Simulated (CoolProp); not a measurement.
Values from CoolProp's reference Helmholtz-energy equation of state, de Reuck 1990.

Problem. For fluorine, give the phase and the cp (kJ/(kg K)), cv (kJ/(kg K)), Joule-Thomson coefficient (K/MPa), fugacity coefficient at 180.5 K and 5.4 MPa.

Solution. 
- 180.5 K and 5.4 MPa: supercritical; cp 1.15, cv 0.625, Joule-Thomson coefficient 4.66, fugacity coefficient 0.839
